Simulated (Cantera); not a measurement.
Charge: 1 mol SiCl₄, a varied amount of NH₃, 2.5 mol N₂, equilibrated at 1473.15 K and 540 Pa.

Cantera equilibrium calculation (NASA polynomials, part measured and part estimated; ideal gas, pure solids and liquids). Candidate condensed phases: NH₄Cl, Si, Si₃N₄; 28 gas species. The tables' values for SiCl₃ are old estimates; treat these amounts as uncertain. Rates play no part.

log p: log10 of the partial pressure in bar; n: condensed amount in mol.

```json
[
 {"n(NH₃) (mol)": "3", "log p H₂": "-2.78", "log p N₂": "-2.71", "log p HCl": "-2.82", "log p SiCl₂": "-3.60", "log p SiCl₃": "-4.56", "n Si₃N₄(s)": "0.152"},
 {"n(NH₃) (mol)": "3.7", "log p H₂": "-2.72", "log p N₂": "-2.73", "log p HCl": "-2.85", "log p SiCl₂": "-3.71", "log p SiCl₃": "-4.73", "n Si₃N₄(s)": "0.176"},
 {"n(NH₃) (mol)": "4.5", "log p H₂": "-2.67", "log p N₂": "-2.75", "log p HCl": "-2.89", "log p SiCl₂": "___", "log p SiCl₃": "-4.90", "n Si₃N₄(s)": "___"},
 {"n(NH₃) (mol)": "5.6", "log p H₂": "-2.62", "log p N₂": "-2.76", "log p HCl": "-2.94", "log p SiCl₂": "-3.95", "log p SiCl₃": "-5.10", "n Si₃N₄(s)": "0.218"},
 {"n(NH₃) (mol)": "6.9", "log p H₂": "-2.58", "log p N₂": "-2.78", "log p HCl": "___", "log p SiCl₂": "___", "log p SiCl₃": "-5.31", "n Si₃N₄(s)": "0.236"},
 {"n(NH₃) (mol)": "8.5", "log p H₂": "-2.55", "log p N₂": "-2.79", "log p HCl": "-3.05", "log p SiCl₂": "-4.22", "log p SiCl₃": "-5.52", "n Si₃N₄(s)": "0.251"},
 {"n(NH₃) (mol)": "10", "log p H₂": "-2.53", "log p N₂": "-2.80", "log p HCl": "-3.10", "log p SiCl₂": "-4.34", "log p SiCl₃": "-5.70", "n Si₃N₄(s)": "0.262"},
 {"n(NH₃) (mol)": "13", "log p H₂": "-2.50", "log p N₂": "-2.82", "log p HCl": "-3.18", "log p SiCl₂": "-4.53", "log p SiCl₃": "-5.99", "n Si₃N₄(s)": "0.276"}
]
```

**Question.** Some entries are withheld; supply them.

**Answer.** 
- 6.9, log p HCl: -2.99
- 6.9, log p SiCl₂: -4.08
- 4.5, log p SiCl₂: -3.82
- 4.5, n Si₃N₄(s): 0.197
